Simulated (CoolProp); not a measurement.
The fluid at 298.15 K and 0.37 MPa flows at 2.7 m/s in a round tube of 20 mm bore and 1.5 µm roughness, fully developed (64/Re and Nu = 3.66 if laminar; Colebrook and Gnielinski if turbulent). The same conditions are run with several fluids, on thermodynamics alone (safety and materials aside).

The numbers come from the reference Helmholtz-energy equation of state of each fluid (methane: Setzmann 1991; R407C: Lemmon 2003; CH2F2 (R32): Tillner-Roth 1997; propane: Lemmon 2009; R125: Lemmon 2005) in CoolProp. Blends and air are pseudo-pure fits.

| fluid | Reynolds number | Darcy friction factor | pressure drop (Pa/m) | heat-transfer coefficient (W/(m² K)) | mass flow (kg/h) |
|---|---|---|---|---|---|
| methane | 11600 | 0.0298 | 13.1 | 58.2 | 7.36 |
| R407C | 60300 | ___ | 50.8 | ___ | 41.8 |
| CH2F2 (R32) | 32900 | 0.0232 | 34.4 | 59.9 | 24.9 |
| propane | ___ | 0.0215 | 27.5 | 97.2 | 21.4 |
| R125 | 79100 | ___ | 66.7 | 112 | 58.1 |

Question: Fill in the missing entries.

Answer: 
- R407C, Darcy friction factor: 0.0203
- R407C, heat-transfer coefficient (W/(m² K)): 90.1
- propane, Reynolds number: 46500
- R125, Darcy friction factor: 0.0193

Transport values come from each fluid's own correlations; those of CH2F2 (R32) are estimates that may be off by 10 % or more.
